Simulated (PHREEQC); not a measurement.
Solution (5.6 °C): 1.5 mmol/kgw Fe(NO3)3. It is in equilibrium with CO2 at log p = -3.4 (atm). Otherwise closed; pH follows from the charge balance.

The numbers come from PHREEQC with the ion-association model, wateq4f.dat.

This is a speciation only: nothing precipitates in the calculation.

Task: Estimate the pH.

Result: pH 3.00.

Task: In which forms is Fe present?

Result: FeOH+2 47 %, Fe+3 35 %, Fe2(OH)2+4 8.7 %, Fe(OH)2+ 5.6 %, Fe3(OH)4+5 3.1 % of the Fe.

Examples of supersaturated solids here: Hematite (slow to form), Goethite (slow to form). Others may be too. Constants without temperature data keep their 25 °C values here.
